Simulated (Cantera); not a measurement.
Feed: 1 mol Si, 0.83 mol Cl2, 8 mol H2, held at 135 Torr.

These are equilibrium values from Cantera (NASA tables, ideal gas, pure condensed phases), not measurements of a reactor. Candidate condensed phases: Si; 19 gas species. The tables' values for SiCl3 are old estimates; treat these amounts as uncertain. Kinetics and transport are ignored.

x: gas mole fraction; n: condensed amount in mol.

```json
[
 {"T (K)": "1075", "x H2": "0.928", "x HCl": "0.0239", "x SiCl2": "0.00121", "x SiCl4": "0.0301", "x SiHCl3": "0.0145", "n Si(s)": "0.593"},
 {"T (K)": "1125", "x H2": "0.921", "x HCl": "___", "x SiCl2": "___", "x SiCl4": "___", "x SiHCl3": "___", "n Si(s)": "0.608"},
 {"T (K)": "1175", "x H2": "0.912", "x HCl": "0.0436", "x SiCl2": "0.00475", "x SiCl4": "0.0238", "x SiHCl3": "0.0117", "n Si(s)": "0.622"},
 {"T (K)": "1225", "x H2": "0.902", "x HCl": "0.0552", "x SiCl2": "0.00824", "x SiCl4": "0.0194", "x SiHCl3": "0.00991", "n Si(s)": "0.634"},
 {"T (K)": "1275", "x H2": "0.891", "x HCl": "0.0669", "x SiCl2": "0.0130", "x SiCl4": "0.0147", "x SiHCl3": "0.00789", "n Si(s)": "0.642"},
 {"T (K)": "1325", "x H2": "0.881", "x HCl": "0.0776", "x SiCl2": "0.0187", "x SiCl4": "0.0101", "x SiHCl3": "0.00586", "n Si(s)": "0.644"},
 {"T (K)": "1375", "x H2": "0.873", "x HCl": "0.0862", "x SiCl2": "0.0246", "x SiCl4": "0.00625", "x SiHCl3": "0.00403", "n Si(s)": "0.643"},
 {"T (K)": "1425", "x H2": "0.866", "x HCl": "0.0923", "x SiCl2": "___", "x SiCl4": "___", "x SiHCl3": "___", "n Si(s)": "0.639"},
 {"T (K)": "1475", "x H2": "0.862", "x HCl": "0.0960", "x SiCl2": "0.0336", "x SiCl4": "0.00189", "x SiHCl3": "0.00161", "n Si(s)": "0.634"},
 {"T (K)": "1525", "x H2": "0.860", "x HCl": "0.0980", "x SiCl2": "0.0365", "x SiCl4": "0.000987", "x SiHCl3": "0.000978", "n Si(s)": "0.629"},
 {"T (K)": "1575", "x H2": "0.858", "x HCl": "0.0989", "x SiCl2": "0.0386", "x SiCl4": "0.000514", "x SiHCl3": "0.000595", "n Si(s)": "0.625"}
]
```

### Question
Complete the blanks.

### Answer

- 1125, x HCl: 0.0330
- 1125, x SiCl2: 0.00250
- 1125, x SiCl4: 0.0274
- 1125, x SiHCl3: 0.0133
- 1425, x SiCl2: 0.0297
- 1425, x SiCl4: 0.00354
- 1425, x SiHCl3: 0.00260
